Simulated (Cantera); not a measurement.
A closed system holds: 1 mol SiC, 0.068 mol H₂O, 160 mol N₂, 0.062 mol N₂O, equilibrated at 0.00375 Torr.

These are equilibrium values from Cantera (NASA tables, ideal gas, pure condensed phases), not measurements of a reactor. Candidate condensed phases: C, C₆H₆, C₇H₈, C₈H₁₈, H₂O, Si, SiC, SiO₂, Si₂N₂O, Si₃N₄; 151 gas species. Equilibrium is a limit: real reactors are often held back by kinetics, nucleation or transport.

x: gas mole fraction; n: condensed amount in mol.

| T (°C) | x N₂ | x Si | x CO | x H | x H₂ | x SiC₂ | x Si₂C | n SiC(s) | n C(graphite) |
|---|---|---|---|---|---|---|---|---|---|
| 1327 | 0.998 | 0.000754 | 0.000780 | 0.000372 | 0.000234 | ? | 2.39e-6 | 0.873 | 0 |
| 1352 | 0.998 | 0.000799 | 0.000799 | 0.000441 | 0.000195 | ? | 3.00e-6 | 0.869 | 0 |
| 1377 | 0.998 | 0.000829 | 0.000806 | 0.000507 | 0.000156 | ? | 3.66e-6 | 0.864 | 0 |
| 1402 | 0.997 | 0.00117 | 0.000807 | 0.000570 | 0.000121 | ? | 6.04e-6 | 0.809 | 0.0523 |
| 1427 | 0.996 | 0.00201 | 0.000806 | 0.000629 | 9.10e-5 | ? | 1.21e-5 | 0.669 | 0.188 |
| 1452 | 0.995 | 0.00342 | 0.000805 | 0.000677 | 6.65e-5 | ? | 2.39e-5 | 0.436 | 0.414 |
| 1477 | 0.993 | 0.00571 | 0.000802 | 0.000715 | 4.72e-5 | ? | 4.61e-5 | 0.0517 | 0.785 |

Task: Complete the blanks.

Result: 
- 1327, x SiC₂: 2.17e-7
- 1352, x SiC₂: 8.12e-7
- 1377, x SiC₂: 2.98e-6
- 1402, x SiC₂: 7.75e-6
- 1427, x SiC₂: 1.58e-5
- 1452, x SiC₂: 3.15e-5
- 1477, x SiC₂: 6.17e-5
